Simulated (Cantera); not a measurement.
**Stirred combustor or abatement burner**

A perfectly stirred reactor is fed with H₂ : O₂ : N₂ = 1 : 0.735 : 3.9 (molar parts), at 100000 Pa; it is adiabatic with a 673 K inlet, and is followed from long to short residence time, starting on the burning branch (τ in s: 0.054, 0.028, 0.014, 0.0074, 0.0038, 0.002, 0.001, 0.00052, 0.00027, 0.00014, 7.2e-05, 3.7e-05, 1.9e-05).

Cantera simulation using the H2/O2 subset of GRI-Mech 3.0, which has no nitrogen chemistry; the numbers are that mechanism's predictions, not measurements.

```csv
τ (s),T (K),x H₂,x O₂,x HO₂,x OH,x H
0.054,1974,0.000676,0.0452,1.81e-6,0.00290,0.000104
0.028,1968,0.000984,0.0451,2.31e-6,0.00346,0.000182
0.014,1959,0.00150,0.0451,3.17e-6,0.00421,0.000346
0.0074,1946,0.00222,0.0451,4.36e-6,0.00503,0.000630
0.0038,1926,0.00331,0.0451,6.13e-6,0.00600,0.00118
0.0020,1898,0.00477,0.0454,8.41e-6,0.00697,0.00211
0.0010,1857,0.00689,0.0459,1.16e-5,0.00794,0.00383
0.00052,1803,0.00939,0.0468,1.52e-5,0.00862,0.00645
0.00027,1734,0.0123,0.0481,1.95e-5,0.00891,0.0103
0.00014,1650,0.0158,0.0501,2.45e-5,0.00867,0.0156
7.2e-5,1549,0.0205,0.0533,3.09e-5,0.00786,0.0220
3.7e-5,1430,0.0293,0.0591,4.04e-5,0.00651,0.0281
1.9e-5,1241,0.0631,0.0774,6.37e-5,0.00376,0.0259
```
x: mole fraction; the columns are a selection and need not sum to one.
